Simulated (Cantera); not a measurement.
Cantera run, input and output.

```python
import numpy as np
import cantera as ct

gas = ct.Solution("gri30.yaml")
gas.TPX = 1075, 58000, {'CH3OH': 0.014, 'O2': 0.0073, 'N2': 1}
reactor = ct.IdealGasConstPressureReactor(gas, energy="off", clone=False)
net = ct.ReactorNet([reactor])
net.rtol, net.atol = 1e-08, 1e-18
show = ['CH3OH', 'O2', 'NO', 'CO2', 'C2H4', 'HCN', 'HO2']
times = np.geomspace(5e-06, 7, 11)

steps = ct.SolutionArray(gas, extra=["t"])
rows = []
print(f"{'t/s':>10s}{'T/K':>9s}{'P/Pa':>11s}" + "".join(f"{s:>11s}" for s in show))
for t in times:
    while net.time < t:
        t_next = net.step()
        steps.append(gas.state, t=t_next)
    rows.append([np.interp(t, steps.t, y) for y in (steps.T, steps.P, *steps(*show).X.T)])
    print(f"{t:10.3e}{rows[-1][0]:9.1f}{rows[-1][1]:11.4g}" + "".join(f"{x:11.3e}" for x in rows[-1][2:]))
rate = np.gradient(steps.T, steps.t)
print("integrator steps:", len(steps.t))
if steps.T.max() > steps.T[0] + 200:
    print(f"time of steepest temperature rise: {steps.t[rate.argmax()]:.4e} s")
gas.TPX = 1075, 58000, {'CH3OH': 0.014, 'O2': 0.0073, 'N2': 1}
gas.equilibrate("TP")
print(f"equilibrium (TP): T = {gas.T:.1f} K  " + "  ".join(f"{s} {gas[s].X[0]:.3e}" for s in show))
```

Output:

```
       t/s      T/K       P/Pa      CH3OH         O2         NO        CO2       C2H4        HCN        HO2
 5.000e-06   1075.0    5.8e+04  1.371e-02  7.148e-03  1.051e-24  2.974e-12  6.230e-20  2.415e-23  5.818e-12
 2.059e-05   1075.0    5.8e+04  1.371e-02  7.148e-03  9.625e-23  2.095e-11  1.608e-18  6.574e-22  1.168e-10
 8.476e-05   1075.0    5.8e+04  1.371e-02  7.148e-03  2.124e-21  9.823e-11  2.824e-17  4.107e-21  7.262e-10
 3.490e-04   1075.0    5.8e+04  1.371e-02  7.148e-03  1.631e-20  4.164e-10  4.808e-16  1.870e-20  3.392e-09
 1.437e-03   1075.0    5.8e+04  1.371e-02  7.148e-03  8.097e-20  1.727e-09  7.217e-15  8.264e-20  1.590e-08
 5.916e-03   1075.0    5.8e+04  1.371e-02  7.148e-03  3.665e-19  7.120e-09  5.643e-14  3.646e-19  7.244e-08
 2.436e-02   1075.0    5.8e+04  1.371e-02  7.147e-03  1.658e-18  2.933e-08  2.604e-13  1.700e-18  3.038e-07
 1.003e-01   1075.0    5.8e+04  1.370e-02  7.146e-03  9.249e-18  1.208e-07  9.845e-13  1.420e-17  1.243e-06
 4.129e-01   1075.0    5.8e+04  2.913e-04  4.386e-04  2.184e-11  5.088e-04  9.302e-10  2.381e-11  4.655e-06
 1.700e+00   1075.0    5.8e+04  1.445e-11  6.806e-09  6.894e-10  1.483e-03  1.080e-09  4.373e-10  1.988e-12
 7.000e+00   1075.0    5.8e+04  2.390e-12  1.461e-09  5.280e-10  1.583e-03  1.126e-09  4.373e-10  1.923e-13
integrator steps: 2956
equilibrium (TP): T = 1075.0 K  CH3OH 1.055e-14  O2 2.319e-19  NO 7.858e-14  CO2 4.819e-03  C2H4 2.088e-16  HCN 3.974e-09  HO2 2.563e-23
```

Model: GRI-Mech 3.0 (53 species, 325 reactions), integrated in Cantera. GRI-Mech 3.0 was tuned for natural gas; its chemistry of methanol as a main component is partial and can be far from experiment.
